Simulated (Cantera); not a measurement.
Input (Python, Cantera):

```python
import numpy as np
import cantera as ct

gas = ct.Solution("gri30.yaml")
gas.TPX = 1375, 1000000, {'CH4': 1, 'H2O': 0.33, 'H2': 0.16, 'N2': 0.0059}
inlet = ct.Reservoir(gas, clone=True)

reactor = ct.IdealGasConstPressureReactor(gas, energy="off", clone=False)
exhaust = ct.Reservoir(gas, clone=True)
tau = [1.1, 0.61, 0.32, 0.17, 0.091, 0.048, 0.026, 0.014, 0.0072, 0.0038, 0.002][0]
for a, b in ((inlet, reactor), (reactor, exhaust)):
    ct.MassFlowController(a, b, mdot=lambda t: reactor.mass / tau)
net = ct.ReactorNet([reactor])
show = ['CH4', 'H2O', 'H2', 'HO2', 'CO2']

rows = []
print(f"{'tau/s':>10s}{'T/K':>9s}" + "".join(f"{s:>11s}" for s in show))
for tau in [1.1, 0.61, 0.32, 0.17, 0.091, 0.048, 0.026, 0.014, 0.0072, 0.0038, 0.002]:
    net.initial_time = 0.0
    net.advance(30 * tau)
    before = gas.X
    net.advance(40 * tau)
    drift = np.max(np.abs(gas.X - before) / (gas.X + 1e-9))
    rows.append([gas.T, *gas[show].X, drift])
    print(f"{tau:10.3e}{gas.T:9.1f}" + "".join(f"{x:11.3e}" for x in gas[show].X))
```

Output:

```
     tau/s      T/K        CH4        H2O         H2        HO2        CO2
 1.100e+00   1375.0  5.442e-01  2.073e-01  2.008e-01  6.607e-18  1.173e-04
 6.100e-01   1375.0  5.695e-01  2.104e-01  1.815e-01  5.086e-18  3.323e-05
 3.200e-01   1375.0  6.020e-01  2.139e-01  1.569e-01  3.785e-18  6.722e-06
 1.700e-01   1375.0  6.287e-01  2.167e-01  1.367e-01  3.130e-18  1.318e-06
 9.100e-02   1375.0  6.462e-01  2.185e-01  1.234e-01  2.808e-18  2.730e-07
 4.800e-02   1375.0  6.567e-01  2.196e-01  1.154e-01  2.565e-18  5.753e-08
 2.600e-02   1375.0  6.622e-01  2.201e-01  1.113e-01  2.320e-18  1.313e-08
 1.400e-02   1375.0  6.652e-01  2.204e-01  1.091e-01  2.034e-18  2.783e-09
 7.200e-03   1375.0  6.669e-01  2.205e-01  1.079e-01  1.701e-18  4.515e-10
 3.800e-03   1375.0  6.677e-01  2.206e-01  1.074e-01  1.402e-18  6.477e-11
 2.000e-03   1375.0  6.681e-01  2.206e-01  1.072e-01  1.164e-18  7.757e-12
```

Computed with Cantera and GRI-Mech 3.0 (53 species, 325 reactions). GRI-Mech 3.0 stops at C3 and has no aromatics, soot or wall deposition, so with more carbon than oxygen in the feed, carbon stays in small species such as C2H2 where larger ones or solid carbon would form.
